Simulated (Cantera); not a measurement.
A Cantera script and its output.

```python
import numpy as np
import cantera as ct

surf = ct.Interface("diamond.yaml", "diamond_100")
gas, bulk = surf.adjacent["gas"], surf.adjacent["diamond"]
k = surf.kinetics_species_index(bulk.species_names[0])
cover = ["c6HH", "c6H*", "c6*H", "c6**", "c6HM", "c6B"]

rows, drift = [], 0.0
print(f"{'P':>10s}{'um/h':>11s}" + "".join(f"{s:>11s}" for s in cover))
for v in [410, 730, 1300, 2300, 4100, 7300, 13000, 23000]:
    T, P, xH, xCH3 = 1125, v, 0.00067, 4e-05
    gas.TPX = T, P, {"H": xH, "CH3": xCH3, "CH4": 0.0066, "H2": 1 - xH - xCH3 - 0.0066}
    surf.TP = bulk.TP = T, P
    surf.coverages = "c6H*:0.1, c6HH:0.9"
    surf.advance_coverages(100.0)
    before = surf.coverages
    surf.advance_coverages(100.0)
    drift = max(drift, np.max(np.abs(surf.coverages - before) / (surf.coverages + 1e-9)))
    rate = surf.net_production_rates[k] * bulk.mean_molecular_weight / bulk.density * 3.6e9
    rows.append([rate, *surf[cover].coverages])
    print(f"{v:10.4g}{rate:11.4e}" + "".join(f"{x:11.3e}" for x in rows[-1][1:]))
```

Output:

```
         P       um/h       c6HH       c6H*       c6*H       c6**       c6HM        c6B
       410 7.0934e-03  5.124e-01  2.949e-02  4.415e-01  1.576e-02  3.062e-04  1.925e-11
       730 1.5489e-02  5.122e-01  2.948e-02  4.414e-01  1.576e-02  5.391e-04  4.203e-11
      1300 3.6158e-02  5.119e-01  2.946e-02  4.411e-01  1.574e-02  9.386e-04  9.812e-11
      2300 8.8756e-02  5.114e-01  2.943e-02  4.406e-01  1.573e-02  1.595e-03  2.408e-10
      4100 2.2925e-01  5.106e-01  2.938e-02  4.399e-01  1.570e-02  2.653e-03  6.221e-10
      7300 5.9530e-01  5.094e-01  2.931e-02  4.387e-01  1.566e-02  4.220e-03  1.615e-09
   1.3e+04 1.5052e+00  5.078e-01  2.922e-02  4.373e-01  1.561e-02  6.312e-03  4.084e-09
   2.3e+04 3.5688e+00  5.060e-01  2.912e-02  4.355e-01  1.555e-02  8.720e-03  9.684e-09
```

Detailed kinetics in Cantera: the Harris–Goodwin 1993 mechanism for the reconstructed diamond (100) surface.
